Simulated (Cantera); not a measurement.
# Iron carbonyl, mercury and lead vapours: Hg + O2 + N2

A closed system holds: 1 mol Hg, 0.022 mol O2, 34 mol N2, at 1400 °C and 1050 Torr.

Cantera equilibrium calculation (NASA polynomials, part measured and part estimated; ideal gas, pure solids and liquids). Candidate condensed phases: Hg, HgO; 10 gas species. Equilibrium is a limit: real reactors are often held back by kinetics, nucleation or transport.

| Item | Value |
|---|---|
| x(N2) | 0.971 |
| x(Hg) | 0.0286 |
| x(O2) | 0.000553 |
| x(NO) | 0.000149 |
| gas amount | 35.02 mol |
| log10 activity of Hg(l) (absent) | -4.33 |
